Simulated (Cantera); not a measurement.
**Reactions in the system H-Nb-O**

Cantera with NASA thermochemical tables; ideal gases at 1 bar, condensed phases pure. Values are per mole of reaction as written; species without (g) are pure solids or liquids, kept so even where they would boil at 1 bar.

2 OH(g) + 4 NbO2(g) ⇌ 2 Nb2O5 + H2(g)

```csv
T (K),ΔH° (kJ),ΔS° (J/K),ΔG° (kJ),log10 K
375,-3073.0,-1039.4,-2683.2,373.74
575,-3057.9,-1007.5,-2478.7,225.16
775,-3040.7,-981.8,-2279.8,153.66
975,-3021.8,-960.2,-2085.7,111.74
1175,-3002.2,-941.8,-1895.5,84.26
1375,-2982.1,-926.0,-1708.8,64.91
1575,-2961.7,-912.2,-1525.0,50.57
1775,-2941.3,-900.0,-1343.8,39.54
```
